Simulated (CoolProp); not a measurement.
A single-stage vapour-compression cycle with n-perfluorobutane: evaporating at 329.15 K (dew point), condensing at 375.15 K (bubble point), superheat 5 K, subcooling 2 K, compressor efficiency 0.75, no pressure losses. Each further row changes one setting.

The numbers come from the reference Helmholtz-energy equation of state, Gao 2022 in CoolProp.

```json
[
 {"case": "as stated", "cooling COP": "2.00", "pressure ratio": "2.84", "discharge temperature (K)": "375.1", "refrigerating effect (kJ/kg)": "22.0", "volumetric capacity (kJ/m³)": "1490"},
 {"case": "evaporating temperature 334.15 K", "cooling COP": "…", "pressure ratio": "2.50", "discharge temperature (K)": "375.1", "refrigerating effect (kJ/kg)": "…", "volumetric capacity (kJ/m³)": "1980"},
 {"case": "condensing temperature 370.15 K", "cooling COP": "2.87", "pressure ratio": "2.56", "discharge temperature (K)": "370.2", "refrigerating effect (kJ/kg)": "29.2", "volumetric capacity (kJ/m³)": "1980"},
 {"case": "subcooling 7 K", "cooling COP": "2.71", "pressure ratio": "2.84", "discharge temperature (K)": "375.1", "refrigerating effect (kJ/kg)": "29.7", "volumetric capacity (kJ/m³)": "…"},
 {"case": "superheat 15 K", "cooling COP": "2.56", "pressure ratio": "2.84", "discharge temperature (K)": "375.5", "refrigerating effect (kJ/kg)": "31.6", "volumetric capacity (kJ/m³)": "2030"},
 {"case": "compressor efficiency 0.65", "cooling COP": "1.73", "pressure ratio": "2.84", "discharge temperature (K)": "375.1", "refrigerating effect (kJ/kg)": "22.0", "volumetric capacity (kJ/m³)": "1490"}
]
```

Task: Some entries are withheld; supply them.

Result: 
- evaporating temperature 334.15 K, cooling COP: 2.63
- evaporating temperature 334.15 K, refrigerating effect (kJ/kg): 25.6
- subcooling 7 K, volumetric capacity (kJ/m³): 2010

The compression ends wet for: as stated; evaporating temperature 334.15 K; condensing temperature 370.15 K; subcooling 7 K; compressor efficiency 0.65.
